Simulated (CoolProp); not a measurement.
Vapour pressure (MPa) of acetone: the reference equation beside estimates from Tc = 235.0 °C, pc = 4.692 MPa, ω = 0.307. Clausius-Clapeyron is anchored at 32.95 °C with a constant enthalpy of vaporisation of 30.55 kJ/mol.

The numbers come from the reference Helmholtz-energy equation of state, Lemmon 2006 in CoolProp. It is a short technical equation, of lower accuracy than the large ones.

```tsv
T (°C)	reference	Lee-Kesler	Clausius-Clapeyron	van der Waals	Redlich-Kwong	Soave-Redlich-Kwong	Peng-Robinson
-18.35	0.003236	0.002859	0.003821	0.1330	0.01104	0.002943	0.003194
-8.05	0.005978	0.005378	0.006691	0.1730	0.01876	0.005513	0.005893
2.15	0.01041	0.009527	0.01118	0.2204	0.03020	0.009725	0.01026
12.45	0.01739	0.01617	0.01810	0.2767	0.04678	0.01644	0.01715
22.75	0.02786	0.02629	0.02832	0.3424	0.06975	0.02661	0.02749
32.95	0.04284	0.04095	0.04284	0.4173	0.1003	0.04131	0.04231
43.25	0.06401	0.06191	0.06333	0.5035	0.1405	0.06226	0.06330
53.55	0.09287	0.09076	0.09133	0.6009	0.1918	0.09103	0.09197
63.75	0.1308	0.1290	0.1284	0.7092	0.2552	0.1291	0.1298
74.05	0.1806	0.1794	0.1774	0.8309	0.3337	0.1794	0.1795
84.35	0.2441	0.2440	0.2407	0.9655	0.4284	0.2438	0.2430
94.55	0.3229	0.3243	0.3201	1.112	0.5399	0.3240	0.3220
104.85	0.4210	0.4243	0.4203	1.274	0.6722	0.4243	0.4206
115.15	0.5404	0.5460	0.5439	1.451	0.8258	0.5468	0.5409
125.35	0.6825	0.6907	0.6930	1.640	1.001	0.6928	0.6845
```

Absolute difference from the reference over all 15 rows, mean and median: Lee-Kesler 3.9 and 2.3 %, Clausius-Clapeyron 3.6 and 1.7 %, van der Waals 1026.8 and 547.0 %, Redlich-Kwong 120.4 and 106.5 %, Soave-Redlich-Kwong 3.2 and 2.0 %, Peng-Robinson 0.9 and 1.0 %.
